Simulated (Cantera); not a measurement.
Hydrocarbon pyrolysis for carbon deposition

A perfectly stirred reactor is fed with C₂H₆ : N₂ = 1 : 83 (molar parts), at 240 Torr; it is held at 1350 K, and followed from long to short residence time.

Model: GRI-Mech 3.0 (53 species, 325 reactions), integrated in Cantera. GRI-Mech 3.0 stops at C3 and has no aromatics, soot or wall deposition, so with more carbon than oxygen in the feed, carbon stays in small species such as C2H2 where larger ones or solid carbon would form.

```tsv
τ (s)	x C₂H₆	x CH₄	x CH₃	x CH₂	x HCN
17	1.59e-5	0.00303	6.61e-6	4.76e-10	1.67e-8
5.0	3.46e-5	0.00267	9.40e-6	1.08e-9	1.93e-8
1.4	7.92e-5	0.00240	1.38e-5	2.53e-9	2.18e-8
0.41	0.000185	0.00230	2.08e-5	5.72e-9	2.29e-8
0.12	0.000463	0.00229	3.31e-5	1.30e-8	2.29e-8
0.034	0.00127	0.00214	5.64e-5	3.02e-8	2.22e-8
0.0098	0.00344	0.00153	9.68e-5	6.25e-8	2.00e-8
0.0028	0.00744	0.000626	0.000141	8.95e-8	1.48e-8
0.00081	0.0105	0.000156	0.000141	7.66e-8	8.63e-9
```
x: mole fraction; the columns are a selection and need not sum to one.
